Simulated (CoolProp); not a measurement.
Vapour-liquid equilibrium of R245fa (1) + isopentane (2) at 6.5 bar; x and y are mole fractions of (1).

Values from CoolProp's multi-fluid Helmholtz-energy mixture model, Akasaka 2015 and Lemmon 2006; pair parameters Bell 2016.

```csv
x,"bubble temperature, mixture model (K)","bubble temperature, Raoult's law (K)","y, mixture model","y, Raoult's law"
0.05,361.3,366.7,0.166,0.084
0.2,348.3,362.2,[?],0.303
0.35,[?],358.3,0.570,0.483
0.5,[?],354.9,0.637,0.633
0.65,339.2,351.8,0.686,0.762
0.8,339.5,349.0,[?],0.873
0.95,342.7,346.4,[?],0.970
```

Problem. Some entries are withheld; supply them.

Solution. 
- 0.2, y, mixture model: 0.446
- 0.35, bubble temperature, mixture model (K): 342.5
- 0.5, bubble temperature, mixture model (K): 340.1
- 0.8, y, mixture model: 0.747
- 0.95, y, mixture model: 0.894

The largest gap from Raoult's law is -15.8 K in bubble temperature, at x = 0.35. y crosses x between x = 0.65 and 0.8: the model has an azeotrope there.

Pair parameters are fitted to limited data, so mixtures are less certain than the pure fluids.
